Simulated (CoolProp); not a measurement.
A single-stage vapour-compression cycle with the fluid: evaporating at 253.15 K (dew point), condensing at 283.15 K (bubble point), superheat 8 K, subcooling 8 K, compressor efficiency 0.7, no pressure losses. The same conditions are run with several fluids, on thermodynamics alone (safety and materials aside).

Computed with CoolProp (reference Helmholtz-energy equation of state of each fluid (chlorine: Thol 2021; R134a: Tillner-Roth 1994; ethane: Bücker 2006; R11: Jacobsen 1992; isobutane: Bücker 2006; fluoroethane (R161): Wu 2012)).

Problem. Rank chlorine, R134a, ethane, R11, isobutane, fluoroethane (R161) by cooling COP, highest first.

Solution. R11 (5.62), isobutane (5.59), R134a (5.51), fluoroethane (R161) (5.45), chlorine (5.31), ethane (4.76)

```csv
fluid,pressure ratio,discharge temperature (K),refrigerating effect (kJ/kg),volumetric capacity (kJ/m³)
chlorine,2.80,365.6,262,1600
R134a,3.12,308.2,190,1240
ethane,2.12,312.6,311,7550
R11,3.86,319.3,182,183
isobutane,3.04,301.8,335,670
fluoroethane (R161),2.81,321.8,368,1830
```
